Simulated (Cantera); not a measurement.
Input: 1 mol Pb, 1.3 mol CO, 49 mol N₂, equilibrated at 700 K and 1.33 mbar.

These are equilibrium values from Cantera (NASA tables, ideal gas, pure condensed phases), not measurements of a reactor. Candidate condensed phases: C, Pb, PbO, PbO₂, Pb₃O₄; 27 gas species. Equilibrium is a limit: real reactors are often held back by kinetics, nucleation or transport.

Base state: N₂ 0.976, CO 0.0211, CO₂ 0.00240 (mole fractions); condensed: C(graphite) + Pb(l).

What changes in the equilibrium state with this change: Pb replaced by PbO?


```
species            before    after
----------------  -------  -------
N₂                  0.976    0.974
CO₂               0.00240   0.0199
CO                 0.0211  0.00596
C(graphite), mol    0.120        0
Pb(l), mol          1.000    1.000
```
